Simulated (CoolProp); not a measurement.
Vapour-liquid equilibrium of dimethyl ether (1) + methanol (2) at -8.65 °C; x and y are mole fractions of (1).

Model: multi-fluid Helmholtz-energy mixture model, Wu 2011 and de Reuck 1993; pair parameters Bell 2016, in CoolProp.

Problem. Give the bubble pressure and the first vapour's composition at x = 0.35, 0.55, 0.95. Is there an azeotrope?

Solution. x = 0.35: 1.110 bar, y = 0.983; x = 0.55: 1.375 bar, y = 0.987; x = 0.95: 1.856 bar, y = 0.997. No azeotrope shows between x = 0.05 and 0.95.

The pair parameters rest on a limited set of measurements; away from them the model extrapolates. With so large a gap from Raoult's law the liquid may split in two, which this calculation doesn't test in full.
